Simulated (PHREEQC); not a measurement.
# Spent oxide etchant: speciation

Consider water at 25 °C with 0.014 mol/kgw NH4HF2, 0.091 mol/kgw (NH4)2SiF6, 0.014 mol/kgw HBF4 and 0.00046 mol/kgw H2SO4. Closed to the air; pH follows from the charge balance.

Equilibrium calculation in PHREEQC: ion-association model, phreeqc.dat.

Each row changes one thing in this solution. No solid was allowed to form.

| case | pH | ionic strength (mol/kgw) | HF (mol/kgw) | F- (mol/kgw) | HF2- (mol/kgw) | SO4-2 (mol/kgw) | SI of Quartz (SiO2) |
|---|---|---|---|---|---|---|---|
| as made | 2.31 | 0.293 | 0.0225 | 0.00490 | 0.000417 | 0.000267 | -3.69 |
| temperature from 25 to 10 °C | 2.27 | 0.294 | 0.0219 | 0.00554 | 0.000396 | 0.000269 | ___ |
| diluted 5-fold with water | ___ | 0.0596 | 0.00457 | 0.00215 | 3.76e-5 | 7.02e-5 | -0.73 |
| 0.021 mol/kgw TMAH added | 3.39 | 0.309 | 0.00766 | 0.0200 | 0.000580 | 0.000295 | -3.05 |
| HBF4 replaced by NaBF4 at the same molality | 2.98 | 0.302 | 0.0133 | 0.0137 | 0.000689 | 0.000287 | -3.68 |

What belongs in the gaps?


- temperature from 25 to 10 °C, SI of Quartz (SiO2): -4.60
- diluted 5-fold with water, pH: 2.74

(CH3)4N+ isn't in the database: it is added as a free cation with an ion size of 4 Å. Constants without temperature data keep their 25 °C values here. SiF6-2 is the database's only silicon fluoride. Real BF4- forms and hydrolyses slowly; the run takes it at equilibrium.
